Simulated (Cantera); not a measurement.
A closed system holds: 1 mol SiO2, 0.098 mol H2, 0.0045 mol Si, at 75.0 Torr.

These are equilibrium values from Cantera (NASA tables, ideal gas, pure condensed phases), not measurements of a reactor. Candidate condensed phases: H2O, Si, SiO2; 18 gas species. The tables hold silica as quartz up to 1696 K and as liquid above; real silica turns to tridymite and cristobalite and melts near 1996 K. Rates play no part. All values below are at 1750 K.

Base state: H2 0.915, SiO 0.0842, H 0.000704, H2O 8.73e-5 (mole fractions); condensed: SiO2(condensed).

What changes in the equilibrium state with this change: pressure from 75.0 Torr to 1 atm?


```csv
species,before,after
H2,0.915,0.977
SiO,0.0842,0.0231
H,0.000704,0.000228
SiH2,2.46e-6,2.03e-5
H2O,8.73e-5,3.35e-5
"SiO2(condensed), mol",0.995,0.999
"Si(l), mol",0,0.00334
```
Each liquid is taken as pure. Mutual solubility and eutectic melting of coexisting phases are not modelled. Gases not in the tables: Si2H6 and higher silanes.
